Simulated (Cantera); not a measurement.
BCl3 + O2 + H2 (boron, boron nitride and boron oxide)

Input: 1 mol BCl3, 1 mol O2, a varied amount of H2, equilibrated at 1725 K and 0.220 bar.

Method: chemical equilibrium by Gibbs-energy minimisation in Cantera with the NASA 1993 tables (ideal gas, pure condensed phases). Candidate condensed phases: B, B2O3, B3O3H3, H2O; 33 gas species. The tables' values for BOCl are old estimates; treat these amounts as uncertain. Equilibrium is a limit: real reactors are often held back by kinetics, nucleation or transport.

From 9.8 mol H2 to 20 mol H2 the condensed part is B2O3(l). From 24 mol H2 to 40 mol H2 nothing is condensed. The main B-bearing gas is HBO2 throughout.

```json
[
 {"n(H2) (mol)": "9.8", "log p H2": "-0.83", "log p HCl": "-1.25", "log p HBO2": "-2.02", "log p H2O": "-2.30", "log p B2O3": "-2.94", "log p HBO": "-3.29", "log p BOCl": "-3.66", "n B2O3(l)": "0.166"},
 {"n(H2) (mol)": "12", "log p H2": "-0.80", "log p HCl": "-1.32", "log p HBO2": "-2.07", "log p H2O": "-2.39", "log p B2O3": "-2.94", "log p HBO": "-3.21", "log p BOCl": "-3.69", "n B2O3(l)": "0.130"},
 {"n(H2) (mol)": "14", "log p H2": "-0.78", "log p HCl": "-1.38", "log p HBO2": "-2.10", "log p H2O": "-2.46", "log p B2O3": "-2.94", "log p HBO": "-3.16", "log p BOCl": "-3.71", "n B2O3(l)": "0.0978"},
 {"n(H2) (mol)": "17", "log p H2": "-0.76", "log p HCl": "-1.46", "log p HBO2": "-2.15", "log p H2O": "-2.56", "log p B2O3": "-2.94", "log p HBO": "-3.09", "log p BOCl": "-3.75", "n B2O3(l)": "0.0503"},
 {"n(H2) (mol)": "20", "log p H2": "-0.75", "log p HCl": "-1.53", "log p HBO2": "-2.19", "log p H2O": "-2.63", "log p B2O3": "-2.94", "log p HBO": "-3.04", "log p BOCl": "-3.77", "n B2O3(l)": "0.00302"},
 {"n(H2) (mol)": "24", "log p H2": "-0.73", "log p HCl": "-1.60", "log p HBO2": "-2.26", "log p H2O": "-2.69", "log p B2O3": "-3.03", "log p HBO": "-3.04", "log p BOCl": "-3.86", "n B2O3(l)": "0"},
 {"n(H2) (mol)": "28", "log p H2": "-0.72", "log p HCl": "-1.66", "log p HBO2": "-2.33", "log p H2O": "-2.74", "log p B2O3": "-3.11", "log p HBO": "-3.05", "log p BOCl": "-3.94", "n B2O3(l)": "0"},
 {"n(H2) (mol)": "34", "log p H2": "-0.71", "log p HCl": "-1.74", "log p HBO2": "-2.41", "log p H2O": "-2.79", "log p B2O3": "-3.22", "log p HBO": "-3.06", "log p BOCl": "-4.05", "n B2O3(l)": "0"},
 {"n(H2) (mol)": "40", "log p H2": "-0.70", "log p HCl": "-1.81", "log p HBO2": "-2.48", "log p H2O": "-2.84", "log p B2O3": "-3.31", "log p HBO": "-3.08", "log p BOCl": "-4.14", "n B2O3(l)": "0"}
]
```
log p: log10 of the partial pressure in bar; n: condensed amount in mol.
